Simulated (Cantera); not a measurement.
**Moist CO burnout**

A perfectly stirred reactor is fed with 0.956 % CO, 1.46 % O2, 0.0458 % H2O, 97.5 % N2, equivalence ratio 0.33, at 0.800 bar; it is held at 1150 K, and followed from long to short residence time.

Cantera simulation using GRI-Mech 3.0 (53 species, 325 reactions); the numbers are that mechanism's predictions, not measurements.

```json
[
 {"τ (s)": "11", "x CO": "0.000162", "x O2": "0.00997", "x H2O": "0.000459", "x N2O": "1.28e-6", "x NO2": "3.49e-8", "x H2O2": "2.23e-9", "x O": "5.19e-6"},
 {"τ (s)": "1.7", "x CO": "0.000567", "x O2": "0.0102", "x H2O": "0.000456", "x N2O": "1.15e-6", "x NO2": "9.44e-9", "x H2O2": "6.36e-9", "x O": "1.80e-5"},
 {"τ (s)": "0.26", "x CO": "0.00185", "x O2": "0.0108", "x H2O": "0.000450", "x N2O": "8.91e-7", "x NO2": "2.25e-9", "x H2O2": "1.25e-8", "x O": "5.72e-5"},
 {"τ (s)": "0.041", "x CO": "0.00487", "x O2": "0.0122", "x H2O": "0.000440", "x N2O": "5.88e-7", "x NO2": "5.99e-10", "x H2O2": "1.55e-8", "x O": "0.000139"},
 {"τ (s)": "0.0063", "x CO": "0.00851", "x O2": "0.0140", "x H2O": "0.000441", "x N2O": "1.84e-7", "x NO2": "6.83e-11", "x H2O2": "1.23e-8", "x O": "0.000159"},
 {"τ (s)": "0.00096", "x CO": "0.00956", "x O2": "0.0146", "x H2O": "0.000458", "x N2O": "<1e-12", "x NO2": "<1e-12", "x H2O2": "<1e-12", "x O": "2.67e-9"},
 {"τ (s)": "0.00015", "x CO": "0.00956", "x O2": "0.0146", "x H2O": "0.000458", "x N2O": "<1e-12", "x NO2": "<1e-12", "x H2O2": "<1e-12", "x O": "3.58e-10"}
]
```
x: mole fraction; the columns are a selection and need not sum to one.
